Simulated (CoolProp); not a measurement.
50 sccm (0 °C, 1 atm) of nitrogen bubbles through liquid octamethylcyclotetrasiloxane (D4) at 365.6 K and leaves saturated at a total pressure of 0.109 MPa (ideal gas phase). Each further row changes one setting.

Computed with CoolProp (reference Helmholtz-energy equation of state, Thol 2015).

```csv
case,vapour pressure (kPa),mole fraction of vapour,delivery (mg/min),delivery (sccm),change of delivery for a bath 1 K warmer (%)
as stated,6.35,0.0583,…,3.09,4.7
bath temperature 370.6 K,7.86,…,51.4,3.89,4.6
total pressure 0.218 MPa,6.35,0.0291,…,1.50,4.6
```

Problem. Fill in the missing entries.

Solution. 
- as stated, delivery (mg/min): 40.9
- bath temperature 370.6 K, mole fraction of vapour: 0.0721
- total pressure 0.218 MPa, delivery (mg/min): 19.9
